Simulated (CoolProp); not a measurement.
Properties of hexamethyldisiloxane (MM) along the isobar 7.96 MPa.

The numbers come from the reference Helmholtz-energy equation of state, Thol 2016 in CoolProp.

```csv
T (K),phase,density (kg/m³),cp (kJ/(kg K)),cv (kJ/(kg K)),Joule-Thomson coefficient (K/MPa)
327.5,liquid,742.6,1.959,1.613,-0.3883
333.7,liquid,736.5,1.975,1.629,-0.3788
340,liquid,730.2,1.991,1.644,-0.3688
346.2,liquid,724.0,2.007,1.660,-0.3587
352.4,liquid,717.8,2.024,1.676,-0.3482
358.6,liquid,711.5,2.040,1.691,-0.3374
364.8,liquid,705.2,2.056,1.707,-0.3261
371,liquid,698.9,2.072,1.722,___
377.2,liquid,692.5,2.088,1.738,-0.3023
383.4,liquid,686.1,2.104,___,-0.2897
389.6,liquid,679.6,___,1.768,-0.2765
395.8,liquid,673.1,2.137,1.784,-0.2628
402,liquid,666.5,___,1.799,-0.2484
408.2,liquid,659.8,2.169,1.814,-0.2333
```

Question: What belongs in the gaps?

Answer: 
- 371, Joule-Thomson coefficient (K/MPa): -0.3144
- 383.4, cv (kJ/(kg K)): 1.753
- 389.6, cp (kJ/(kg K)): 2.121
- 402, cp (kJ/(kg K)): 2.153
